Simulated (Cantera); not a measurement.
**Equilibrium for oxide etching and cleaning by halides: TiO2 + Cl2**

Input: 1 mol TiO2, 15 mol Cl2, at 1627 °C and 3.10e-5 bar.

These are equilibrium values from Cantera (NASA tables, ideal gas, pure condensed phases), not measurements of a reactor. Candidate condensed phases: Ti, TiCl2, TiCl3, TiCl4, TiO, TiO2, Ti2O3, Ti3O5, Ti4O7; 15 gas species. The tables' values for TiCl2, TiOCl are old estimates; treat these amounts as uncertain. Kinetics and transport are ignored.

The x(Cl) is 0.998 and the x(TiO2) comes out as 0.00102. The x(O) is 0.000555 and the x(TiOCl2) is 0.000489. The x(Cl2) comes out as 0.000127 and the x(O2) is 0.000107. The x(TiCl3) is 8.60e-5. The x(TiCl2) comes out as 3.13e-5, the x(TiO) comes out as 2.21e-5 and the n(TiO2(rutile)) is 0.950 mol. The gas amount comes out as 30.03 mol and the log10 activity of Ti4O7(s) (absent) is -0.41. The log10 activity of Ti3O5(s) (absent) is -0.50 and the log10 activity of Ti2O3(s) (absent) comes out as -1.09.
